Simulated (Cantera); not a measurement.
Charge: 1 mol SiH4, 1100 mol H2, at 0.910 bar.

Cantera equilibrium calculation (NASA polynomials, part measured and part estimated; ideal gas, pure solids and liquids). Candidate condensed phases: Si; 9 gas species. Gases not in the tables: Si2H6 and higher silanes. Rates play no part.

x: gas mole fraction; n: condensed amount in mol.

```
T (K)   x H2       x H    x SiH2      x Si  n Si(s)  n Si(l)
-----  -----  --------  --------  --------  -------  -------
1400   1.000   5.10e-6   3.77e-7  9.05e-10    0.999        0
1450   1.000   9.91e-6   7.69e-7   3.38e-9    0.998        0
1500   1.000   1.85e-5   1.50e-6   1.16e-8    0.997        0
1550   1.000   3.30e-5   2.79e-6   3.65e-8    0.996        0
1600   1.000   5.70e-5   5.01e-6   1.07e-7    0.993        0
1650   1.000   9.52e-5   8.66e-6   2.94e-7    0.988        0
1700   1.000  0.000154   1.42e-5   7.46e-7        0    0.981
1750   1.000  0.000244   2.08e-5   1.65e-6        0    0.972
1800   1.000  0.000375   2.99e-5   3.49e-6        0    0.958
1850   0.999         …         …         …        0    0.937
1900   0.999  0.000831   5.83e-5   1.39e-5        0    0.906
1950   0.999         …         …         …        0    0.861
2000   0.998   0.00170  0.000106   4.78e-5        0    0.793
2050   0.997   0.00237  0.000140   8.49e-5        0    0.694
```

Question: Complete the blanks.

Answer: 
- 1950, x H: 0.00120
- 1950, x SiH2: 7.92e-5
- 1950, x Si: 2.62e-5
- 1850, x H: 0.000565
- 1850, x SiH2: 4.21e-5
- 1850, x Si: 7.09e-6
